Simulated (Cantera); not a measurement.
An adiabatic, constant-pressure homogeneous reactor starts with C3H8 : O2 : N2 = 1 : 3.57 : 13.4 (molar parts), at 1600 K and 39000 Pa. Integrator tolerance rtol = 1e-08.

Detailed kinetics in Cantera: GRI-Mech 3.0 (53 species, 325 reactions). GRI-Mech 3.0 was tuned for natural gas; its chemistry of propane as a main component is partial and can be far from experiment.

**Question.** What does this change do: C3H8 1 to 0.55 parts?

**Answer.** 
```json
[
 {"quantity": "time of steepest temperature rise", "before": "80.1 µs", "after": "71.7 µs"},
 {"quantity": "temperature at 0.200 s", "before": "2742 K", "after": "2643 K"},
 {"quantity": "equilibrium temperature", "before": "2742 K", "after": "2643 K"},
 {"quantity": "x(C3H8) at 0.200 s", "before": "<1e-12 (gas-phase equilibrium <1e-12)", "after": "<1e-12 (gas-phase equilibrium <1e-12)"},
 {"quantity": "x(O2) at 0.200 s", "before": "0.00505 (gas-phase equilibrium 0.00505)", "after": "0.0487 (gas-phase equilibrium 0.0487)"},
 {"quantity": "x(OH) at 0.200 s", "before": "0.0159 (gas-phase equilibrium 0.0159)", "after": "0.0191 (gas-phase equilibrium 0.0191)"},
 {"quantity": "x(C2H6) at 0.200 s", "before": "<1e-12 (gas-phase equilibrium <1e-12)", "after": "<1e-12 (gas-phase equilibrium <1e-12)"},
 {"quantity": "x(CH2CO) at 0.200 s", "before": "<1e-12 (gas-phase equilibrium <1e-12)", "after": "<1e-12 (gas-phase equilibrium <1e-12)"}
]
```

**Question.** What does this change do: initial temperature 1600 to 1623 K?

**Answer.** 
```tsv
quantity	before	after
time of steepest temperature rise	80.1 µs	70.1 µs
temperature at 0.200 s	2742 K	2750 K
equilibrium temperature	2742 K	2750 K
x(C3H8) at 0.200 s	<1e-12 (gas-phase equilibrium <1e-12)	<1e-12 (gas-phase equilibrium <1e-12)
x(O2) at 0.200 s	0.00505 (gas-phase equilibrium 0.00505)	0.00525 (gas-phase equilibrium 0.00525)
x(OH) at 0.200 s	0.0159 (gas-phase equilibrium 0.0159)	0.0163 (gas-phase equilibrium 0.0163)
x(C2H6) at 0.200 s	<1e-12 (gas-phase equilibrium <1e-12)	<1e-12 (gas-phase equilibrium <1e-12)
x(CH2CO) at 0.200 s	<1e-12 (gas-phase equilibrium <1e-12)	<1e-12 (gas-phase equilibrium <1e-12)
```
